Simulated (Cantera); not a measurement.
An adiabatic, constant-pressure homogeneous reactor starts with 8.12 % CH4, 4.30 % CO, 18.4 % O2, 69.2 % N2, equivalence ratio 1.00, at 1700 K and 21.0 bar.

Computed with Cantera and GRI-Mech 3.0 (53 species, 325 reactions). The pressure lies above the range GRI-Mech 3.0 was tuned for (to about 10 atm). Above 3000 K some thermodynamic fits are extrapolated.

Problem. Predict: time of steepest temperature rise; temperature at 1.00 s; equilibrium temperature; x(CO) at 1.00 s; x(O2) at 1.00 s; x(HCN) at 1.00 s; x(H2) at 1.00 s.

Solution. 
- time of steepest temperature rise = 19.7 µs
- temperature at 1.00 s = 3033 K
- equilibrium temperature = 3033 K
- x(CO) at 1.00 s = 0.0466 (gas-phase equilibrium 0.0466)
- x(O2) at 1.00 s = 0.0176 (gas-phase equilibrium 0.0176)
- x(HCN) at 1.00 s = 1.46e-8 (gas-phase equilibrium 1.46e-8)
- x(H2) at 1.00 s = 0.0114 (gas-phase equilibrium 0.0114)
